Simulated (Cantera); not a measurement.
Feed: 1 mol Cu2O, 0.45 mol H2, 0.39 mol H2O, at 37.0 Pa.

Cantera equilibrium calculation (NASA polynomials, part measured and part estimated; ideal gas, pure solids and liquids). Candidate condensed phases: Cu, CuO, Cu(OH)2, Cu2O, H2O; 12 gas species. Mutual solubility and eutectic melting of coexisting phases are not modelled. The numbers say what is thermodynamically allowed, not how fast it happens.

### Question
Which condensed phases are stable at each of these points (T (K)): 1300, 1375, 1450, 1525, 1600, 1675, 1750, 1825, 1900, 1975, 2050, 2125, 2200?

### Answer
| T (K) | condensed phases | Cu condensed (%) |
|---|---|---|
| 1300 | Cu(s) + Cu2O(s) | 100.0 |
| 1375 | Cu(l) + Cu2O(s) | 99.9 |
| 1450 | Cu(l) + Cu2O(s) | 99.6 |
| 1525 | Cu(l) | 98.1 |
| 1600 | Cu(l) | 93.3 |
| 1675 | Cu(l) | 74.9 |
| 1750 | gas only | 0.0 |
| 1825 | gas only | 0.0 |
| 1900 | gas only | 0.0 |
| 1975 | gas only | 0.0 |
| 2050 | gas only | 0.0 |
| 2125 | gas only | 0.0 |
| 2200 | gas only | 0.0 |

At 1300 K the condensed part is Cu(s) + Cu2O(s). From 1375 K to 1450 K the condensed part is Cu(l) + Cu2O(s). From 1525 K to 1675 K the condensed part is Cu(l). From 1750 K to 2200 K nothing is condensed.
